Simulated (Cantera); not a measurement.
Feed: 1 mol SiH2Cl2, 1.5 mol O2, held at 1473.15 K and 0.975 Torr.

These are equilibrium values from Cantera (NASA tables, ideal gas, pure condensed phases), not measurements of a reactor. Candidate condensed phases: H2O, Si, SiO2; 30 gas species. The tables hold silica as quartz up to 1696 K and as liquid above; real silica turns to tridymite and cristobalite and melts near 1996 K. Equilibrium is a limit: real reactors are often held back by kinetics, nucleation or transport.

Base state: HCl 0.682, O2 0.170, Cl 0.0920, H2O 0.0506, Cl2 0.00466, OH 0.000219, ClO 3.49e-5, O 3.20e-5 (mole fractions); condensed: SiO2(β-quartz).

### Question
What changes in the equilibrium state with this change: temperature from 1473.15 K to 1675 K?

### Answer
```csv
species,before,after
HCl,0.682,0.604
Cl,0.0920,0.161
O2,0.170,0.151
H2O,0.0506,0.0809
H,7.42e-7,3.04e-5
H2,4.46e-6,8.92e-5
"SiO2(β-quartz), mol",1.00,1.000
```
